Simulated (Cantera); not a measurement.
Cantera run:

```python
import numpy as np
import cantera as ct

gas_names = """
    CL CLO CL2 Fe FeCL FeCL2 FeCL3 FeO Fe(OH)2 Fe2CL4 Fe2CL6 H HCL HOCL HO2 H2 H2O H2O2 O OH O2 O3
""".split()
cond_names = """
    Fe(a) Fe(c) Fe(d) Fe(L) FeCL2(s) FeCL2(L) FeCL3(s) FeCL3(L) FeO(s) FeO(L) Fe(OH)2(s) Fe(OH)3(s)
    Fe2O3(s) Fe3O4(s) H2O(s) H2O(L)
""".split()


# ... load() reads the species with a 1 bar reference pressure and builds the phases ...
atoms = {
    'Fe2O3': {'Fe': 2, 'O': 3},
    'H2O': {'H': 2, 'O': 1},
    'H2': {'H': 2},
    'HCl': {'H': 1, 'CL': 1},
}
top_T = {'Fe2O3(s)': 1830, 'Fe3O4(s)': 1870}  # K; cautious upper limits of use, not melting points


# ... equilibrate(T, P, feed) seeds the gas with the atoms and calls Mixture.equilibrate('TP', solver="vcs", rtol=1e-11, max_steps=5000) ...
results = []
feed = {'Fe2O3': 1, 'H2O': 0.6, 'H2': 6.1, 'HCl': 0.68}  # mol
P = 1000  # Pa
for T in [1000, 1050, 1100, 1150, 1200, 1250, 1300, 1350]:
    mix = equilibrate(T, P, feed)
    results.append((T, P, feed, dict(zip(mix.species_names, mix.species_moles))))

top = {s: max(r[3][s] / sum(r[3][g] for g in gas_names) for r in results) for s in gas_names}
cols = sorted((s for s in top if top[s] > 1e-06), key=lambda s: -top[s])[:9]
seen = [c for c in cond_names if any(r[3].get(c, 0) > 1e-12 for r in results)]
print("log10 of partial pressures in bar; condensed amounts in mol")
print(f"{'T/K':>10s}" + "".join(f"{s[:9]:>10s}" for s in cols + seen))
for T, P, feed, n in results:
    ng = sum(n[g] for g in gas_names)
    print(f"{T:10.4g}" + "".join(f"{np.log10(max(n[s] / ng * P / 1e5, 1e-99)):10.3f}" for s in cols)
          + "".join(f"{n.get(c, 0):10.4g}" for c in seen))
```

Result:

```
log10 of partial pressures in bar; condensed amounts in mol
       T/K        H2       H2O       HCL     FeCL2         H        CL     Fe(c)    FeO(s)
      1000    -2.160    -2.662    -3.047    -4.935    -9.724   -10.642         0     1.991
      1050    -2.160    -2.661    -3.051    -4.794    -9.171   -10.102         0     1.988
      1100    -2.160    -2.660    -3.056    -4.669    -8.668    -9.611         0     1.984
      1150    -2.160    -2.658    -3.062    -4.560    -8.207    -9.164         0      1.98
      1200    -2.160    -2.657    -3.069    -4.464    -7.785    -8.756         0     1.975
      1250    -2.160    -2.656    -3.077    -4.381    -7.396    -8.380         0     1.969
      1300    -2.163    -2.647    -3.084    -4.313    -7.038    -8.033    0.0269     1.937
      1350    -2.170    -2.624    -3.090    -4.266    -6.708    -7.707    0.1144     1.846
```

Cantera equilibrium calculation (NASA polynomials, part measured and part estimated; ideal gas, pure solids and liquids). Mutual solubility and eutectic melting of coexisting phases are not modelled. The tables' stoichiometric FeO is somewhat more stable than real wüstite, so its field is too wide. FeO: taken at fixed stoichiometry.
